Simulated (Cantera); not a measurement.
What does this Cantera script print?

```python
import numpy as np
import cantera as ct

gas_names = """
    B BH BH2 BH3 BN BO BO2 B2 B2O B2O2 B2O3 B3O3H3 H HBO HBO2 HNO HNO2 HNO3 HO2 H2 H2O H2O2 H3B3O6 N NH
    NH2 NH3 NH2OH NO NO2 NO3 N2 N2H2 N2H4 N2O O OH O2 O3
""".split()
cond_names = """
    B(b) B(L) BN(s) B2O3(L) B3O3H3(cr) H2O(s) H2O(L)
""".split()


# ... load() reads the species with a 1 bar reference pressure and builds the phases ...
atoms = {
    'borazine': {'B': 3, 'N': 3, 'H': 6},
    'H2O': {'H': 2, 'O': 1},
    'H2': {'H': 2},
}
top_T = {'BN(s)': 3200}  # K; cautious upper limits of use, not melting points


# ... equilibrate(T, P, feed) seeds the gas with the atoms and calls Mixture.equilibrate('TP', solver="vcs", rtol=1e-11, max_steps=5000) ...
results = []
feed = {'borazine': 1, 'H2O': 0.31, 'H2': 0.56}  # mol
P = 51  # Pa
for T in [1548, 1623, 1698, 1773, 1848, 1923, 1998, 2073, 2148, 2223]:
    mix = equilibrate(T, P, feed)
    results.append((T, P, feed, dict(zip(mix.species_names, mix.species_moles))))
    x = sorted(zip(gas.X, gas.species_names), reverse=True)
    print(f"T = {T:g} K  P = {P:g} Pa  gas = {mix.phase_moles(0):.4g} mol")
    print("   x: " + "  ".join(f"{s} {v:.3e}" for v, s in x if v > 0.0001))
    print("   condensed (mol): " + ("  ".join(f"{mix.phase(i).name} {mix.phase_moles(i):.4g}"
          for i in range(1, mix.n_phases) if mix.phase_moles(i) > 1e-12) or "none"))
```

It prints:

```
T = 1548 K  P = 51 Pa  gas = 4.143 mol
   x: H2 9.158e-01  N2 3.232e-02  HBO 3.198e-02  B2O2 7.338e-03  B2O3 6.756e-03  HBO2 3.362e-03  H 1.305e-03  BO 1.110e-03
   condensed (mol): BN(s) 2.732
T = 1623 K  P = 51 Pa  gas = 4.175 mol
   x: H2 9.044e-01  HBO 4.064e-02  N2 3.511e-02  B2O2 1.001e-02  H 2.911e-03  BO 2.880e-03  B2O3 2.686e-03  HBO2 1.309e-03
   condensed (mol): BN(s) 2.707
T = 1698 K  P = 51 Pa  gas = 4.2 mol
   x: H2 8.959e-01  HBO 4.429e-02  N2 3.631e-02  B2O2 1.018e-02  H 6.061e-03  BO 6.008e-03  B2O3 7.633e-04  HBO2 4.169e-04
   condensed (mol): BN(s) 2.695
T = 1773 K  P = 51 Pa  gas = 4.227 mol
   x: H2 8.875e-01  HBO 4.412e-02  N2 3.655e-02  H 1.187e-02  BO 1.083e-02  B2O2 8.773e-03  B2O3 1.867e-04  HBO2 1.227e-04
   condensed (mol): BN(s) 2.691
T = 1848 K  P = 51 Pa  gas = 4.265 mol
   x: H2 8.757e-01  HBO 4.128e-02  N2 3.643e-02  H 2.197e-02  BO 1.752e-02  B2O2 6.783e-03  B2O 1.245e-04  BH2 1.171e-04
   condensed (mol): BN(s) 2.689
T = 1923 K  P = 51 Pa  gas = 4.48 mol
   x: H2 8.273e-01  N2 6.981e-02  H 3.794e-02  HBO 3.484e-02  BO 2.500e-02  B2O2 4.504e-03  B2O 2.998e-04  BH2 2.443e-04
   condensed (mol): B(b) 0.3128  BN(s) 2.375
T = 1998 K  P = 51 Pa  gas = 5.497 mol
   x: H2 6.633e-01  N2 2.240e-01  H 5.785e-02  BO 2.889e-02  HBO 2.279e-02  B2O2 2.138e-03  B2O 4.229e-04  BH2 3.069e-04  B 2.528e-04
   condensed (mol): B(b) 2.147  BN(s) 0.5372
T = 2073 K  P = 51 Pa  gas = 5.897 mol
   x: H2 6.025e-01  N2 2.544e-01  H 9.039e-02  BO 3.338e-02  HBO 1.641e-02  B2O2 1.095e-03  B 8.434e-04  B2O 5.869e-04  BH2 4.223e-04
   condensed (mol): B(b) 2.679
T = 2148 K  P = 51 Pa  gas = 6.076 mol
   x: H2 5.612e-01  N2 2.468e-01  H 1.383e-01  BO 3.722e-02  HBO 1.190e-02  B 2.583e-03  B2O 7.750e-04  BH2 5.785e-04  B2O2 5.594e-04
   condensed (mol): B(b) 2.666
T = 2223 K  P = 51 Pa  gas = 6.338 mol
   x: H2 5.049e-01  N2 2.366e-01  H 2.016e-01  BO 3.918e-02  HBO 8.232e-03  B 7.327e-03  B2O 9.538e-04  BH2 7.451e-04  B2O2 2.709e-04  BH 1.288e-04
   condensed (mol): B(b) 2.632
```

Equilibrium computed with Cantera from the NASA thermochemical tables; the gas is ideal and each condensed phase is pure. The feed counts by its element totals alone. Mutual solubility and eutectic melting of coexisting phases are not modelled. The tables' values for BH2 are old estimates; treat these amounts as uncertain.
